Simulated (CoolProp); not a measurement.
Values from CoolProp's reference Helmholtz-energy equation of state, Gedanitz 2015.

Task: For cyclopentane, give the phase and the density (kg/m³), cv (kJ/(kg K)), speed of sound (m/s), conductivity (mW/(m K)) at 276.85 °C and 1.15 MPa.

Result: 
- 276.85 °C and 1.15 MPa: gas; density 19.0, cv 2.26, speed of sound 245, conductivity 45.6

Thermal conductivity comes from a separate model (Vassiliou 2015).
